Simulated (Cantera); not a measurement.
## Equilibrium for silicon oxide and oxynitride deposition: SiH4 + NO

Feed: 1 mol SiH4, 0.43 mol NO, held at 0.000250 bar.

Equilibrium computed with Cantera from the NASA thermochemical tables; the gas is ideal and each condensed phase is pure. Candidate condensed phases: H2O, Si, SiO2, Si2N2O, Si3N4; 35 gas species. Mutual solubility and eutectic melting of coexisting phases are not modelled. The tables' values for SiN are old estimates; treat these amounts as uncertain. The tables hold silica as quartz up to 1696 K and as liquid above; real silica turns to tridymite and cristobalite and melts near 1996 K. Gases not in the tables: Si2H6 and higher silanes. Rates play no part.

From 427 °C to 527 °C the condensed part is Si(s) + SiO2(α-quartz) + Si2N2O(s). From 627 °C to 1027 °C the condensed part is Si(s) + SiO2(β-quartz) + Si2N2O(s). From 1127 °C to 1227 °C the condensed part is Si(s) + Si2N2O(s). At 1327 °C the condensed part is Si(s). From 1427 °C to 1627 °C the condensed part is Si(l).

| T (°C) | x H2 | x SiO | x N2 | x Si | x H | x SiH | x Si2 | n Si(s) | n SiO2(α-quartz) | n Si2N2O(s) | n SiO2(β-quartz) | n Si(l) |
|---|---|---|---|---|---|---|---|---|---|---|---|---|
| 427 | 1.00 | <1e-12 | <1e-12 | <1e-12 | 1.60e-12 | <1e-12 | <1e-12 | 0.463 | 0.107 | 0.215 | 0 | 0 |
| 527 | 1.00 | 5.83e-11 | <1e-12 | <1e-12 | 1.83e-10 | <1e-12 | <1e-12 | 0.463 | 0.107 | 0.215 | 0 | 0 |
| 627 | 1.00 | 1.99e-8 | <1e-12 | <1e-12 | 7.39e-9 | <1e-12 | <1e-12 | 0.463 | 0 | 0.215 | 0.107 | 0 |
| 727 | 1.000 | 2.08e-6 | 1.10e-12 | <1e-12 | 1.44e-7 | <1e-12 | <1e-12 | 0.462 | 0 | 0.215 | 0.107 | 0 |
| 827 | 1.000 | 9.22e-5 | 2.29e-10 | 9.46e-11 | 1.64e-6 | 4.51e-11 | <1e-12 | 0.462 | 0 | 0.215 | 0.107 | 0 |
| 927 | 0.998 | 0.00215 | 1.93e-8 | 5.55e-9 | 1.25e-5 | 1.31e-9 | <1e-12 | 0.460 | 0 | 0.215 | 0.105 | 0 |
| 1027 | 0.969 | 0.0305 | 8.13e-7 | 1.73e-7 | 6.89e-5 | 2.24e-8 | 4.23e-11 | 0.431 | 0 | 0.215 | 0.0761 | 0 |
| 1127 | 0.903 | 0.0971 | 6.02e-5 | 3.29e-6 | 0.000292 | 2.47e-7 | 1.96e-9 | 0.355 | 0 | 0.215 | 0 | 0 |
| 1227 | 0.890 | 0.102 | 0.00642 | 4.21e-5 | 0.00105 | 2.02e-6 | 5.38e-8 | 0.369 | 0 | 0.201 | 0 | 0 |
| 1327 | 0.753 | 0.162 | 0.0811 | 0.000390 | 0.00298 | 1.17e-5 | 9.72e-7 | 0.569 | 0 | 0 | 0 | 0 |
| 1427 | 0.747 | 0.161 | 0.0807 | 0.00271 | 0.00805 | 5.74e-5 | 1.19e-5 | 0 | 0 | 0 | 0 | 0.562 |
| 1527 | 0.729 | 0.159 | 0.0794 | 0.0127 | 0.0193 | 0.000196 | 7.68e-5 | 0 | 0 | 0 | 0 | 0.534 |
| 1627 | 0.681 | 0.151 | 0.0753 | 0.0504 | 0.0414 | 0.000571 | 0.000405 | 0 | 0 | 0 | 0 | 0.421 |
x: gas mole fraction; n: condensed amount in mol.
